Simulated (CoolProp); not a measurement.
500 sccm (0 °C, 1 atm) of nitrogen bubbles through liquid water at 316.8 K and leaves saturated at a total pressure of 0.145 MPa (ideal gas phase). Each further row changes one setting.

Computed with CoolProp (reference Helmholtz-energy equation of state, Wagner 2002).

| case | vapour pressure (kPa) | mole fraction of vapour | delivery (mg/min) | delivery (sccm) | change of delivery for a bath 1 K warmer (%) |
|---|---|---|---|---|---|
| as stated | 8.95 | 0.0617 | 26.4 | 32.9 | 5.7 |
| bath temperature 321.8 K | 11.5 | 0.0796 | 34.8 | 43.3 | 5.6 |
| total pressure 0.29 MPa | 8.95 | 0.0309 | 12.8 | 15.9 | 5.5 |
